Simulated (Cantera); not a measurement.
## CuO + CH₄ + CO (carbothermic reduction)

Charge: 1 mol CuO, 2.9 mol CH₄, 0.024 mol CO, equilibrated at 0.000380 bar.

Equilibrium computed with Cantera from the NASA thermochemical tables; the gas is ideal and each condensed phase is pure. Candidate condensed phases: C, C₆H₆, C₇H₈, C₈H₁₈, Cu, CuO, Cu(OH)₂, Cu₂O, H₂O; 113 gas species. Equilibrium is a limit: real reactors are often held back by kinetics, nucleation or transport.

```csv
T (K),x H₂,x CO,x Cu,x H,x C₂H₂ (acetylene),x Cu₂,x CH₄,n C(graphite),n Cu(l)
1475,0.837,0.148,0.0141,0.000609,5.58e-6,4.69e-6,7.75e-7,1.90,0.902
1525,0.821,0.145,0.0327,0.00110,9.93e-6,1.50e-5,5.84e-7,1.90,0.769
1575,0.787,0.139,0.0719,0.00189,1.66e-5,4.46e-5,4.28e-7,1.90,0.470
1625,0.739,0.131,0.127,0.00311,2.63e-5,8.87e-5,3.05e-7,1.90,0
1675,0.737,0.131,0.127,0.00511,4.28e-5,5.77e-5,2.49e-7,1.90,0
1725,0.734,0.130,0.127,0.00816,6.76e-5,3.84e-5,2.05e-7,1.90,0
1775,0.730,0.130,0.127,0.0127,0.000104,2.61e-5,1.70e-7,1.90,0
1825,0.724,0.130,0.127,0.0192,0.000156,1.80e-5,1.41e-7,1.90,0
1875,0.716,0.129,0.126,0.0285,0.000227,1.27e-5,1.18e-7,1.90,0
1925,0.705,0.128,0.125,0.0412,0.000323,9.04e-6,9.87e-8,1.89,0
1975,0.690,0.127,0.124,0.0583,0.000448,6.52e-6,8.22e-8,1.89,0
```
x: gas mole fraction; n: condensed amount in mol.

From 1475 K to 1575 K the condensed part is C(graphite) + Cu(l). From 1625 K to 1975 K the condensed part is C(graphite). The main Cu-bearing gas is Cu throughout.
